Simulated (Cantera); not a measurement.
An adiabatic, constant-volume homogeneous reactor starts with CH4 : O2 : N2 = 1 : 1.33 : 5.01 (molar parts), equivalence ratio 1.5, at 1575 K and 0.286 atm. Integrator tolerance rtol = 1e-08.

Model: GRI-Mech 3.0 (53 species, 325 reactions), integrated in Cantera.

Question: What does this change do: constant pressure in place of constant volume?

Answer: 
```tsv
quantity	before	after
time of steepest temperature rise	1.70 ms	1.80 ms
temperature at 5.00 s	2824 K	2660 K
equilibrium temperature	2824 K	2660 K
x(CH4) at 5.00 s	<1e-12 (gas-phase equilibrium <1e-12)	<1e-12 (gas-phase equilibrium <1e-12)
x(O2) at 5.00 s	0.00348 (gas-phase equilibrium 0.00348)	0.00222 (gas-phase equilibrium 0.00222)
x(OH) at 5.00 s	0.0173 (gas-phase equilibrium 0.0173)	0.0124 (gas-phase equilibrium 0.0124)
x(H2O2) at 5.00 s	8.36e-8 (gas-phase equilibrium 8.36e-8)	3.73e-8 (gas-phase equilibrium 3.73e-8)
x(NO2) at 5.00 s	2.80e-7 (gas-phase equilibrium 2.80e-7)	1.14e-7 (gas-phase equilibrium 1.14e-7)
x(NO) at 5.00 s	0.00429 (gas-phase equilibrium 0.00429)	0.00271 (gas-phase equilibrium 0.00271)
```

Question: What does this change do: initial temperature 1575 to 1723 K?

Answer: 
| quantity | before | after |
|---|---|---|
| time of steepest temperature rise | 1.70 ms | 0.563 ms |
| temperature at 5.00 s | 2824 K | 2859 K |
| equilibrium temperature | 2824 K | 2859 K |
| x(CH4) at 5.00 s | <1e-12 (gas-phase equilibrium <1e-12) | <1e-12 (gas-phase equilibrium <1e-12) |
| x(O2) at 5.00 s | 0.00348 (gas-phase equilibrium 0.00348) | 0.00437 (gas-phase equilibrium 0.00437) |
| x(OH) at 5.00 s | 0.0173 (gas-phase equilibrium 0.0173) | 0.0198 (gas-phase equilibrium 0.0198) |
| x(H2O2) at 5.00 s | 8.36e-8 (gas-phase equilibrium 8.36e-8) | 9.16e-8 (gas-phase equilibrium 9.16e-8) |
| x(NO2) at 5.00 s | 2.80e-7 (gas-phase equilibrium 2.80e-7) | 3.44e-7 (gas-phase equilibrium 3.44e-7) |
| x(NO) at 5.00 s | 0.00429 (gas-phase equilibrium 0.00429) | 0.00503 (gas-phase equilibrium 0.00503) |
